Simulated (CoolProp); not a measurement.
Dry air along the isobar 14200 kPa: fugacity coefficient from the reference equation and from simpler models built on Tc = 132.5 K, pc = 3786 kPa, ω = 0.034; each cubic takes its own stable root.

The numbers come from the reference Helmholtz-energy equation of state, Lemmon 2000 in CoolProp. It is a pseudo-pure fit of the blend.

```
T (K)          phase  reference  van der Waals  Redlich-Kwong  Soave-Redlich-Kwong  Peng-Robinson
-----  -------------  ---------  -------------  -------------  -------------------  -------------
81.4          liquid    0.01581        0.06149        0.01301              0.01517        0.01439
100.8         liquid    0.07264         0.1459        0.07087              0.07235        0.06703
120.2         liquid     0.1854         0.2569         0.1893               0.1886         0.1737
139.6  supercritical     0.3380         0.3789         0.3454               0.3470         0.3196
159    supercritical     0.4978         0.4982         0.5022               0.5111         0.4720
178.3  supercritical     0.6348         0.6041         0.6328               0.6499         0.6028
197.7  supercritical     0.7401         0.6924         0.7326               0.7565         0.7053
217.1  supercritical     0.8178         0.7623         0.8062               0.8351         0.7830
236.5  supercritical     0.8752         0.8168         0.8607               0.8932         0.8419
255.9  supercritical     0.9180         0.8592         0.9015               0.9363         0.8869
275.3  supercritical     0.9504         0.8925         0.9323               0.9686         0.9215
294.7  supercritical     0.9750         0.9189         0.9559               0.9929         0.9483
314.1  supercritical     0.9939         0.9400         0.9740                1.011         0.9693
```
